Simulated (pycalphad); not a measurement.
Effect of Fe content in Al-Fe-Si

All values are pycalphad results on the COST 507 light-alloy database (1999) (1 atm), not direct measurements. The data set is of 1999 and partly superseded. Phase fractions are per mole of atoms.

```tsv
alloy	liquidus (°C)	first solid	solidus (°C)	phases at 327 °C
Al-0.84Fe-4.96Si (at.%)	625	ALFESI_ALPHA	576	fcc 0.90, ALFESI_BETA 0.06, diamond (Si) 0.04
Al-1.26Fe-4.96Si (at.%)	656	ALFESI_ALPHA	576	fcc 0.88, ALFESI_BETA 0.08, diamond (Si) 0.04
Al-1.68Fe-4.96Si (at.%)	687	AL13FE4	576	fcc 0.86, ALFESI_BETA 0.11, diamond (Si) 0.03
```

Database names, with the compositions (at.%) that they take in these runs: ALFESI_BETA: Al 70 Fe 15 Si 15; ALFESI_ALPHA: Al 73 Fe 19 Si 8; AL13FE4: Al 76 Fe 24 Si 1.
